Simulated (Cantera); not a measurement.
A diamond (100) surface in a fixed gas of H2 with x(CH4) = 0.012, x(CH3) = 9e-05, at 1323 K, 165 Torr; coverages are run to steady state.

Model: the Harris–Goodwin 1993 mechanism for the reconstructed diamond (100) surface, integrated in Cantera.

θ: site fractions in the mechanism's names (c6HH fully hydrogenated, c6H* and c6*H radical sites, c6** diradical, c6HM methylated).

```
x(H)     growth (µm/h)  θ c6HH  θ c6H*  θ c6*H   θ c6**    θ c6HM
-------  -------------  ------  ------  ------  -------  --------
0.0001           0.182   0.672  0.0286   0.294  0.00385         ?
0.00025          0.710   0.539  0.0397   0.408   0.0111         ?
0.00064           1.87   0.447  0.0468   0.481   0.0233         ?
0.0016            3.64   0.400  0.0499   0.513   0.0357  0.000521
0.0041            6.44   0.377  0.0513   0.526   0.0445  0.000528
0.01              10.7   0.368  0.0520   0.530   0.0490         ?
0.026             16.9   0.364  0.0529   0.531   0.0514         ?
0.067             23.0   0.362  0.0548   0.530   0.0528         ?
0.17              27.4   0.361  0.0591   0.525   0.0546         ?
```

Question: What belongs in the gaps?

Answer: 
- 0.0001, θ c6HM: 0.000223
- 0.00025, θ c6HM: 0.000337
- 0.00064, θ c6HM: 0.000449
- 0.01, θ c6HM: 0.000458
- 0.026, θ c6HM: 0.000319
- 0.067, θ c6HM: 0.000179
- 0.17, θ c6HM: 8.62e-5
